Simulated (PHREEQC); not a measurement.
A solution holds 0.048 mol/kgw HBr, 0.025 mol/kgw CaCl2 and 0.025 mol/kgw MgCl2, at 25 °C. Closed to the air; pH follows from the charge balance.

Equilibrium calculation in PHREEQC: ion-association model, wateq4f.dat.

Precipitation was switched off in this run.

Problem. Estimate the pH.

Solution. pH 1.42.

Complexes and solids missing from the database can't appear.
